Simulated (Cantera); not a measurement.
## SiHCl3 + NH3 + N2 (silicon nitride deposition)

Input: 1 mol SiHCl3, 0.15 mol NH3, 1.9 mol N2, at 1802 °C and 7.30 Pa.

Cantera equilibrium calculation (NASA polynomials, part measured and part estimated; ideal gas, pure solids and liquids). Candidate condensed phases: NH4Cl, Si, Si3N4; 28 gas species. The tables' values for SiCl, SiCl3, SiN are old estimates; treat these amounts as uncertain. Rates play no part.

The x(N2) comes out as 0.370, the x(Cl) is 0.202 and the x(HCl) is 0.155. The x(SiCl2) comes out as 0.0959, the x(Si) is 0.0786 and the x(H) comes out as 0.0548. The x(H2) is 0.0309 and the x(SiCl) is 0.0124. The x(SiCl3) comes out as 0.000128, the gas amount is 5.340 mol and the log10 activity of Si(l) (absent) is -1.25.
